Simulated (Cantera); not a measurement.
Feed: 1 mol Si2H6, 0.7 mol HCl, a varied amount of N2, held at 948.15 K and 0.130 bar.

Method: chemical equilibrium by Gibbs-energy minimisation in Cantera with the NASA 1993 tables (ideal gas, pure condensed phases). Candidate condensed phases: NH4Cl, Si, Si3N4; 28 gas species. The feed counts by its element totals alone. N2 is the only nitrogen source here; it is nearly inert below about 1500 K, so the nitride shown seldom forms there in practice. Kinetics and transport are ignored.

x: gas mole fraction; n: condensed amount in mol.

| n(N2) (mol) | x N2 | x H2 | x HCl | x SiCl4 | x NH3 | x SiHCl3 | x SiCl3 | n Si3N4(s) |
|---|---|---|---|---|---|---|---|---|
| 4.3 | 0.445 | 0.450 | 0.104 | [?] | 2.19e-5 | 3.69e-6 | 1.31e-7 | 0.666 |
| 6.2 | 0.568 | 0.350 | 0.0813 | [?] | 1.70e-5 | 1.92e-6 | 7.72e-8 | 0.666 |
| 8.9 | 0.672 | 0.266 | 0.0619 | [?] | 1.22e-5 | 9.95e-7 | 4.60e-8 | 0.666 |
| 13 | 0.759 | 0.195 | 0.0455 | [?] | 8.17e-6 | 4.95e-7 | 2.67e-8 | 0.667 |
| 19 | 0.827 | 0.140 | 0.0327 | [?] | 5.20e-6 | 2.42e-7 | 1.54e-8 | 0.667 |
| 27 | 0.874 | 0.102 | 0.0238 | [?] | 3.32e-6 | 1.24e-7 | 9.24e-9 | 0.667 |
| 39 | 0.911 | 0.0725 | 0.0169 | [?] | 2.03e-6 | 6.08e-8 | 5.39e-9 | 0.667 |
| 56 | 0.937 | 0.0514 | 0.0120 | [?] | 1.23e-6 | 3.00e-8 | 3.16e-9 | 0.667 |
| 82 | 0.956 | 0.0356 | 0.00829 | [?] | 7.12e-7 | 1.42e-8 | 1.79e-9 | 0.667 |
| 120 | 0.970 | 0.0245 | 0.00572 | [?] | 4.11e-7 | 6.67e-9 | 1.02e-9 | 0.667 |
| 170 | 0.979 | 0.0174 | 0.00406 | [?] | 2.47e-7 | 3.34e-9 | 6.05e-10 | 0.667 |
| 250 | 0.985 | 0.0119 | 0.00277 | [?] | 1.40e-7 | 1.55e-9 | 3.40e-10 | 0.667 |

Q: Fill in the missing entries.

A: 
- 4.3, x SiCl4: 0.000190
- 6.2, x SiCl4: 9.86e-5
- 8.9, x SiCl4: 5.13e-5
- 13, x SiCl4: 2.55e-5
- 19, x SiCl4: 1.25e-5
- 27, x SiCl4: 6.40e-6
- 39, x SiCl4: 3.14e-6
- 56, x SiCl4: 1.55e-6
- 82, x SiCl4: 7.32e-7
- 120, x SiCl4: 3.45e-7
- 170, x SiCl4: 1.73e-7
- 250, x SiCl4: 8.03e-8
